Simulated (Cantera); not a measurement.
A Cantera script and its output.

```python
import numpy as np
import cantera as ct

gas = ct.Solution("gri30.yaml")
gas.TPX = 1800, 2666, {'C2H6': 1, 'N2': 5.8}
reactor = ct.IdealGasConstPressureReactor(gas, energy="off", clone=False)
net = ct.ReactorNet([reactor])
net.rtol, net.atol = 1e-08, 1e-18
show = ['C2H6', 'C2H4', 'H', 'CH4', 'C2H2', 'CH3']
times = np.geomspace(3e-05, 3, 13)

steps = ct.SolutionArray(gas, extra=["t"])
rows = []
print(f"{'t/s':>10s}{'T/K':>9s}{'P/Pa':>11s}" + "".join(f"{s:>11s}" for s in show))
for t in times:
    while net.time < t:
        t_next = net.step()
        steps.append(gas.state, t=t_next)
    rows.append([np.interp(t, steps.t, y) for y in (steps.T, steps.P, *steps(*show).X.T)])
    print(f"{t:10.3e}{rows[-1][0]:9.1f}{rows[-1][1]:11.4g}" + "".join(f"{x:11.3e}" for x in rows[-1][2:]))
rate = np.gradient(steps.T, steps.t)
print("integrator steps:", len(steps.t))
if steps.T.max() > steps.T[0] + 200:
    print(f"time of steepest temperature rise: {steps.t[rate.argmax()]:.4e} s")
gas.TPX = 1800, 2666, {'C2H6': 1, 'N2': 5.8}
gas.equilibrate("TP")
print(f"equilibrium (TP): T = {gas.T:.1f} K  " + "  ".join(f"{s} {gas[s].X[0]:.3e}" for s in show))
```

It prints:

```
       t/s      T/K       P/Pa       C2H6       C2H4          H        CH4       C2H2        CH3
 3.000e-05   1800.0       2666  1.258e-01  1.865e-03  4.362e-04  1.697e-03  3.875e-06  2.644e-02
 7.830e-05   1800.0       2666  8.196e-02  1.999e-02  1.392e-03  8.914e-03  5.993e-04  4.872e-02
 2.044e-04   1800.0       2666  1.633e-02  5.315e-02  2.878e-03  3.209e-02  1.596e-02  4.601e-02
 5.335e-04   1800.0       2666  5.474e-04  3.169e-02  2.195e-03  4.249e-02  6.156e-02  1.343e-02
 1.392e-03   1800.0       2666  7.294e-05  1.150e-02  1.065e-03  3.887e-02  8.601e-02  4.757e-03
 3.635e-03   1800.0       2666  2.349e-05  3.046e-03  6.554e-04  3.476e-02  9.632e-02  2.457e-03
 9.487e-03   1800.0       2666  1.075e-05  7.702e-04  5.043e-04  3.007e-02  1.006e-01  1.582e-03
 2.476e-02   1800.0       2666  5.788e-06  3.641e-04  4.831e-04  2.364e-02  1.036e-01  1.148e-03
 6.463e-02   1800.0       2666  2.591e-06  1.599e-04  5.530e-04  1.481e-02  1.074e-01  7.839e-04
 1.687e-01   1800.0       2666  6.437e-07  4.846e-05  6.979e-04  6.404e-03  1.109e-01  4.094e-04
 4.403e-01   1800.0       2666  8.037e-08  1.972e-05  9.037e-04  1.907e-03  1.127e-01  1.545e-04
 1.149e+00   1800.0       2666  7.221e-09  1.622e-05  1.027e-03  5.241e-04  1.133e-01  4.794e-05
 3.000e+00   1800.0       2666  8.360e-10  1.594e-05  1.048e-03  1.722e-04  1.135e-01  1.606e-05
integrator steps: 1426
equilibrium (TP): T = 1800.0 K  C2H6 6.217e-11  C2H4 7.952e-06  H 1.051e-03  CH4 3.950e-05  C2H2 5.669e-02  CH3 3.692e-06
```

Detailed kinetics in Cantera: GRI-Mech 3.0 (53 species, 325 reactions). GRI-Mech 3.0 stops at C3 and has no aromatics, soot or wall deposition, so with more carbon than oxygen in the feed, carbon stays in small species such as C2H2 where larger ones or solid carbon would form. Radical loss at walls, strong at low pressure, is not modelled.
